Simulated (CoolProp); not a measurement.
Octamethylcyclotetrasiloxane (D4) at several states: fugacity coefficient from the reference equation and from simpler models built on Tc = 313.4 °C, pc = 1.347 MPa, ω = 0.598; each cubic takes its own stable root.

The numbers come from the reference Helmholtz-energy equation of state, Thol 2015 in CoolProp.

```json
[
 {"T (°C)": "114.05", "p (MPa)": "3.34", "phase": "liquid", "reference": "0.006390", "Redlich-Kwong": "0.03024", "Soave-Redlich-Kwong": "0.006671", "Peng-Robinson": "0.006621"},
 {"T (°C)": "142.05", "p (MPa)": "0.028", "phase": "gas", "reference": "0.9738", "Redlich-Kwong": "0.9815", "Soave-Redlich-Kwong": "0.9764", "Peng-Robinson": "0.9755"},
 {"T (°C)": "284.65", "p (MPa)": "0.304", "phase": "gas", "reference": "0.9050", "Redlich-Kwong": "0.9124", "Soave-Redlich-Kwong": "0.9078", "Peng-Robinson": "0.8997"},
 {"T (°C)": "162.15", "p (MPa)": "0.745", "phase": "liquid", "reference": "0.09623", "Redlich-Kwong": "0.2429", "Soave-Redlich-Kwong": "0.09756", "Peng-Robinson": "0.09717"}
]
```
